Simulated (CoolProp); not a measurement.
A Linde-Hampson liquefier for methane: isothermal reversible compression at 250 K from 1 atm to 40 MPa, throttling to 1 atm, return gas leaving the recuperator 2 K below the feed. Each further row changes one setting.

Computed with CoolProp (reference Helmholtz-energy equation of state, Setzmann 1991).

```json
[
 {"case": "as stated", "liquid yield per pass": "0.352", "compression work (kJ/kg of gas)": "688"},
 {"case": "high pressure 80 MPa", "liquid yield per pass": "0.304", "compression work (kJ/kg of gas)": "809"},
 {"case": "warm-end temperature 280 K", "liquid yield per pass": "0.284", "compression work (kJ/kg of gas)": "803"},
 {"case": "warm-end gap 7 K", "liquid yield per pass": "0.343", "compression work (kJ/kg of gas)": "688"}
]
```
